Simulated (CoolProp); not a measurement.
Vapour-liquid equilibrium of propane (1) + n-butane (2) at 284.1 K; x and y are mole fractions of (1).

Model: multi-fluid Helmholtz-energy mixture model, Lemmon 2009 and Bücker 2006; pair parameters Kunz 2012, in CoolProp.

| x | bubble pressure (kPa) | y at the bubble point | dew pressure at overall composition x (kPa) | liquid density (mol/L) |
|---|---|---|---|---|
| 0.05 | 176.2 | 0.165 | 159.7 | 10.20 |
| 0.2 | 246.3 | 0.484 | 181.9 | 10.42 |
| 0.35 | 318.5 | 0.667 | 211.1 | 10.65 |
| 0.5 | 392.6 | 0.786 | 251.3 | 10.88 |
| 0.65 | 468.4 | 0.871 | 310.1 | 11.11 |
| 0.8 | 546.1 | 0.934 | 403.3 | 11.34 |
| 0.95 | 626.4 | 0.985 | 569.0 | 11.57 |

No azeotrope shows between x = 0.05 and 0.95.

The pair parameters rest on a limited set of measurements; away from them the model extrapolates.
